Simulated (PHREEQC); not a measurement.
Solution (25 °C): 150 mmol/kgw NH4HF2, 5.3 mmol/kgw H2SiF6 and 190 mmol/kgw H3BO3. Closed to the air; pH follows from the charge balance.

Equilibrium calculation in PHREEQC: ion-association model, phreeqc.dat.

| quantity | before | after |
|---|---|---|
| pH | 5.00 | 3.42 |
| ionic strength (mol/kgw) | 0.155 | 0.00191 |
| F- (mol/kgw) | 0.0428 | 0.00163 |
| HF (mol/kgw) | 0.000452 | 0.000876 |
| HF2- (mol/kgw) | 7.39e-5 | 5.49e-6 |
| NH3 (mol/kgw) | 5.80e-6 | 2.16e-9 |

**Question.** Name the change that produced these shifts.
A) H2SiF6 left out
B) NH4HF2 from 0.15 to 0.165 mol/kgw
C) H3BO3 left out
D) diluted 100-fold with water
E) H2SiF6 from 0.0053 to 0.0265 mol/kgw

**Answer.** D, diluted 100-fold with water

This is a speciation only: nothing precipitates in the calculation. Some of these states are supersaturated (in Quartz (slow to form), for instance). SiF6-2 is the database's only silicon fluoride. Real BF4- forms and hydrolyses slowly; the run takes it at equilibrium.
